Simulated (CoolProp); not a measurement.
Vapour-liquid equilibrium of R227EA (1) + isobutane (2) at 1.4 MPa; x and y are mole fractions of (1).

Values from CoolProp's multi-fluid Helmholtz-energy mixture model, Lemmon 2016 and Bücker 2006; pair parameters Bell 2016.

**Question.** Give the bubble temperature and the first vapour's composition at x = 0.15, 0.65, 0.85. Is there an azeotrope?

**Answer.** x = 0.15: 69.3 °C, y = 0.281; x = 0.65: 60.8 °C, y = 0.638; x = 0.85: 62.9 °C, y = 0.805. y crosses x between x = 0.55 and 0.65: the model has an azeotrope there.

Pair parameters are fitted to limited data, so mixtures are less certain than the pure fluids.
